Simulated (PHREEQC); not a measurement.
Consider water at 20 °C with 0.0065 mol KOH and 0.089 mol Fe(NO3)3 per kg of water. Closed to the air; pH follows from the charge balance.

All values are PHREEQC results (ion-association model, phreeqc.dat), not measurements.

The pH is 1.75 and the ionic strength is 0.521 mol/kgw. The activity of water is 0.994 and the total alkalinity is -172 meq/kg.

```json
[
 {"species": "NO3-", "molality": "0.267", "activity": "0.163", "log γ": "-0.214"},
 {"species": "Fe+3", "molality": "0.0604", "activity": "0.00538", "log γ": "-1.050"},
 {"species": "H+", "molality": "0.0232", "activity": "0.0177", "log γ": "-0.117"},
 {"species": "Fe2(OH)2+4", "molality": "0.00928", "activity": "6.93e-5", "log γ": "-2.127"},
 {"species": "FeOH+2", "molality": "0.00674", "activity": "0.00144", "log γ": "-0.669"},
 {"species": "K+", "molality": "0.00650", "activity": "0.00418", "log γ": "-0.192"},
 {"species": "Fe3(OH)4+5", "molality": "0.00108", "activity": "5.11e-7", "log γ": "-3.324"},
 {"species": "Fe(OH)2+", "molality": "3.20e-5", "activity": "2.21e-5", "log γ": "-0.160"}
]
```

This is a speciation only: nothing precipitates in the calculation. The solution is supersaturated, for example in Hematite (slow to form), Goethite (slow to form), so a real one may precipitate; this is no full list.
